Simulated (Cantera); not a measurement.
Mixture: CH₄ : O₂ : N₂ = 1 : 1.05 : 3.37 (molar parts), equivalence ratio 1.9, at 5700 Torr, adiabatic and at constant volume. Ignition delay is the time to a rise of 400 K.

Cantera simulation using GRI-Mech 3.0 (53 species, 325 reactions); the numbers are that mechanism's predictions, not measurements.

Q: What does this change do: N2 3.37 to 4.8 parts?

A: 
| quantity | before | after |
|---|---|---|
| delay at 1250 K | 4.00 ms | 5.47 ms |
| delay at 1350 K | 1.24 ms | 1.71 ms |
| delay at 1450 K | 0.423 ms | 0.584 ms |
| delay at 1550 K | 0.156 ms | 0.212 ms |
| delay at 1650 K | 62.2 µs | 83.2 µs |
| delay at 1750 K | 27.2 µs | 35.7 µs |
| apparent activation energy between 1550 and 1750 K | 200 kJ/mol | 200 kJ/mol |

Q: What does this change do: N2 3.37 to 6.1 parts?

A: 
| quantity | before | after |
|---|---|---|
| delay at 1250 K | 4.00 ms | 6.92 ms |
| delay at 1350 K | 1.24 ms | 2.19 ms |
| delay at 1450 K | 0.423 ms | 0.743 ms |
| delay at 1550 K | 0.156 ms | 0.268 ms |
| delay at 1650 K | 62.2 µs | 0.103 ms |
| delay at 1750 K | 27.2 µs | 43.6 µs |
| apparent activation energy between 1550 and 1750 K | 200 kJ/mol | 200 kJ/mol |
